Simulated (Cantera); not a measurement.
Source: NASA polynomial tables (part measured, part estimated), evaluated in Cantera. Values are per mole of reaction as written; species without (g) are pure solids or liquids, kept so even where they would boil at 1 bar.

Li2O → O(g) + 2 Li

```
T (K)  ΔH° (kJ)  ΔS° (J/K)  ΔG° (kJ)  log10 K  condensed phases
-----  --------  ---------  --------  -------  ----------------
300         [?]        [?]       [?]      [?]    Li2O(s), Li(s)
498       856.6      201.8     756.2   -79.31    Li2O(s), Li(l)
523         [?]        [?]       [?]      [?]    Li2O(s), Li(l)
548       857.2      202.8     746.0   -71.11    Li2O(s), Li(l)
573       857.4      203.1     741.0   -67.55    Li2O(s), Li(l)
598       857.5      203.4     735.9   -64.28    Li2O(s), Li(l)
```

**Question.** Fill in the missing entries.

**Answer.** 
- 300, ΔH° (kJ): 847.9
- 300, ΔS° (J/K): 181.5
- 300, ΔG° (kJ): 793.5
- 300, log10 K: -138.15
- 523, ΔH° (kJ): 856.9
- 523, ΔS° (J/K): 202.3
- 523, ΔG° (kJ): 751.1
- 523, log10 K: -75.02
